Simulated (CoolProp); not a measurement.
A closed Brayton cycle with carbon dioxide: compressor inlet 309.15 K and 9.6 MPa, high pressure 31 MPa, turbine inlet 785 K, compressor efficiency 0.89, turbine efficiency 0.85, recuperator effectiveness 0.95 (on enthalpy, no pinch check). Each further row changes one setting.

Model: reference Helmholtz-energy equation of state, Span 1996, in CoolProp.

```
case                           thermal efficiency (%)  net work (kJ/kg)  compressor to turbine work  compressor exit (K)  turbine exit (K)
-----------------------------  ----------------------  ----------------  --------------------------  -------------------  ----------------
as stated                                        36.7               103                        0.24                343.2             655.7
turbine inlet 735 K                              34.6              92.9                        0.26                343.2             610.1
compressor inlet 319.15 K                        34.7              90.5                        0.33                386.9             655.7
high pressure 26.3 MPa                           35.6              92.6                        0.22                337.4             673.3
recuperator effectiveness 0.5                    22.6               103                        0.24                343.2             655.7
```
